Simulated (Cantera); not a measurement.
**NO annealing gas**

An isothermal, constant-pressure homogeneous reactor starts with NO : N2 = 1 : 0.25 (molar parts), at 1998 K and 0.0133 bar.

Computed with Cantera and GRI-Mech 3.0 (53 species, 325 reactions). Radical loss at walls, strong at low pressure, is not modelled.

| t (s) | x NO | x NO2 | x O | x N2O | x N2 | x O2 |
|---|---|---|---|---|---|---|
| 0.00100 | 0.800 | 5.60e-8 | 9.87e-6 | 9.61e-6 | 0.200 | 7.92e-8 |
| 0.00209 | 0.800 | 2.29e-7 | 2.09e-5 | 1.97e-5 | 0.200 | 3.49e-7 |
| 0.00437 | 0.800 | 8.81e-7 | 4.47e-5 | 3.98e-5 | 0.200 | 1.57e-6 |
| 0.00915 | 0.800 | 2.98e-6 | 9.76e-5 | 7.69e-5 | 0.200 | 7.34e-6 |
| 0.0191 | 0.800 | 8.01e-6 | 0.000217 | 0.000137 | 0.200 | 3.65e-5 |
| 0.0400 | 0.799 | 1.54e-5 | 0.000458 | 0.000203 | 0.200 | 0.000188 |
| 0.0837 | 0.797 | 2.15e-5 | 0.000774 | 0.000225 | 0.201 | 0.000841 |
| 0.175 | 0.793 | 2.57e-5 | 0.000960 | 0.000210 | 0.203 | 0.00281 |
| 0.366 | 0.784 | 3.14e-5 | 0.00105 | 0.000198 | 0.208 | 0.00734 |
| 0.765 | 0.764 | 4.14e-5 | 0.00121 | 0.000180 | 0.218 | 0.0173 |
| 1.60 | 0.719 | 5.73e-5 | 0.00148 | 0.000148 | 0.240 | 0.0395 |
| 3.35 | 0.621 | 7.56e-5 | 0.00193 | 9.83e-5 | 0.289 | 0.0882 |
| 7.00 | 0.431 | 7.78e-5 | 0.00258 | 4.11e-5 | 0.384 | 0.183 |
x: mole fraction; the columns are a selection and need not sum to one.

Equilibrium at this temperature and pressure: NO 0.00908, NO2 2.48e-6, O 0.00360, N2O 5.12e-8, N2 0.594, O2 0.393 (gas phase only).
